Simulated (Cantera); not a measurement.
A Cantera script and what it prints.

```python
import numpy as np
import cantera as ct

gas_names = """
    H HO2 H2 H2O H2O2 O OH O2 O3 V VO VO2
""".split()
cond_names = """
    H2O(s) H2O(L) V(cr) V(L) VO(s) VO(L) V2O3(s) V2O3(L) V2O4(I) V2O4(II) V2O4(L) V2O5(s) V2O5(L)
""".split()


# ... load() reads the species with a 1 bar reference pressure and builds the phases ...
atoms = {
    'V2O5': {'V': 2, 'O': 5},
    'H2': {'H': 2},
    'H2O': {'H': 2, 'O': 1},
}
top_T = {}  # K; cautious upper limits of use, not melting points


# ... equilibrate(T, P, feed) seeds the gas with the atoms and calls Mixture.equilibrate('TP', solver="vcs", rtol=1e-11, max_steps=5000) ...
results = []
feed = {'V2O5': 1, 'H2': 200, 'H2O': 0.068}  # mol
P = 101325  # Pa
for T in [1425, 1475, 1525, 1575, 1625, 1675, 1725, 1775, 1825, 1875]:
    mix = equilibrate(T, P, feed)
    results.append((T, P, feed, dict(zip(mix.species_names, mix.species_moles))))

top = {s: max(r[3][s] / sum(r[3][g] for g in gas_names) for r in results) for s in gas_names}
cols = sorted((s for s in top if top[s] > 1e-06), key=lambda s: -top[s])[:9]
seen = [c for c in cond_names if any(r[3].get(c, 0) > 1e-12 for r in results)]
print("log10 of partial pressures in bar; condensed amounts in mol")
print(f"{'T/K':>10s}" + "".join(f"{s[:9]:>10s}" for s in cols + seen))
for T, P, feed, n in results:
    ng = sum(n[g] for g in gas_names)
    print(f"{T:10.4g}" + "".join(f"{np.log10(max(n[s] / ng * P / 1e5, 1e-99)):10.3f}" for s in cols)
          + "".join(f"{n.get(c, 0):10.4g}" for c in seen))
```

Output:

```
log10 of partial pressures in bar; condensed amounts in mol
       T/K        H2       H2O         H       VO2     VO(s)   V2O3(s)
      1425     0.001    -1.980    -5.166   -10.058         0         1
      1475     0.001    -1.980    -4.886    -9.465         0         1
      1525     0.001    -1.980    -4.625    -8.913         0         1
      1575     0.001    -1.980    -4.381    -8.398         0         1
      1625     0.001    -1.980    -4.151    -7.916         0         1
      1675     0.001    -1.980    -3.935    -7.463         0         1
      1725     0.001    -1.965    -3.731    -7.031     0.147    0.9265
      1775    -0.000    -1.877    -3.539    -6.588     1.103    0.4487
      1825    -0.001    -1.809    -3.357    -6.183         2         0
      1875    -0.001    -1.809    -3.184    -5.868         2         0
```

Cantera equilibrium calculation (NASA polynomials, part measured and part estimated; ideal gas, pure solids and liquids). Mutual solubility and eutectic melting of coexisting phases are not modelled. VO: taken at fixed stoichiometry. Condensed phases not in the tables: the oxides between V2O3 and V2O5 other than VO2.
